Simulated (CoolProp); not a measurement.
Model: reference Helmholtz-energy equation of state, Kamei 1995, in CoolProp.

Task: For R22, give the phase and the cv (kJ/(kg K)), Joule-Thomson coefficient (K/MPa), expansivity (1/kK) at 344.1 K and 1660 kPa; 344.1 K and 7490 kPa.

Result: 
- 344.1 K and 1660 kPa: gas; cv 0.663, Joule-Thomson coefficient 15.8, expansivity 5.34
- 344.1 K and 7490 kPa: liquid; cv 0.733, Joule-Thomson coefficient 0.459, expansivity 4.85
